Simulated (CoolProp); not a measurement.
Vapour pressure (MPa) of R1234ze(Z): the reference equation beside estimates from Tc = 150.1 °C, pc = 3.531 MPa, ω = 0.327. Clausius-Clapeyron is anchored at 53.15 °C with a constant enthalpy of vaporisation of 21.36 kJ/mol.

Model: reference Helmholtz-energy equation of state, Akasaka 2019, in CoolProp.

```tsv
T (°C)	reference	Lee-Kesler	Clausius-Clapeyron
15.35	0.1255	0.1249	0.1525
27.95	0.1963	0.1968	0.2213
40.55	0.2949	0.2971	0.3118
53.15	0.4278	0.4320	0.4278
65.75	0.6021	0.6084	0.5732
78.35	0.8258	0.8335	0.7522
90.95	1.107	1.115	0.9687
103.55	1.455	1.463	1.227
116.15	1.881	1.888	1.529
```

Absolute difference from the reference over all 9 rows, mean and median: Lee-Kesler 0.7 and 0.7 %, Clausius-Clapeyron 11.2 and 12.5 %.
